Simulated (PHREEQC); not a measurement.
A column of 0.1 m (30 cells, dispersivity 0.0035 m, 300 s a shift, diffusion coefficient 3e-10 m²/s) holds 0.12 eq of the database's cation exchanger X per kg of pore water, first in equilibrium with 0.0015 mol/kgw MgCl2, 0.018 mol/kgw NaCl and 1e-05 mol/kgw HCl. It is flushed with 45 mmol/kgw MgSO4, 0.34 mmol/kgw KBr and 0.01 mmol/kgw HCl, at 40 °C. Values are for the last cell. No CO2 enters from the air. No solid was allowed to form.

All values are PHREEQC results (ion-association model, phreeqc.dat), not measurements.

Predict K in solution (mol/kgw) at pore volumes = 2.85, 4.183.


```tsv
pore volumes	K in solution (mol/kgw)
2.85	0.000224
4.183	0.000325
```

Complexes and solids missing from the database can't appear. Constants without temperature data keep their 25 °C values here.
